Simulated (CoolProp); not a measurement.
Vapour-liquid equilibrium of R125 (1) + propylene (2) at 0.21 MPa; x and y are mole fractions of (1).

Model: multi-fluid Helmholtz-energy mixture model, Lemmon 2005 and Lemmon 2013; pair parameters Bell 2016, in CoolProp.

Question: Give the bubble temperature and the first vapour's composition at x = 0.25, 0.35, 0.75. Is there an azeotrope?

Answer: x = 0.25: -37.2 °C, y = 0.378; x = 0.35: -37.9 °C, y = 0.439; x = 0.75: -37.4 °C, y = 0.645. y crosses x between x = 0.45 and 0.55: the model has an azeotrope there.

Pair parameters are fitted to limited data, so mixtures are less certain than the pure fluids.
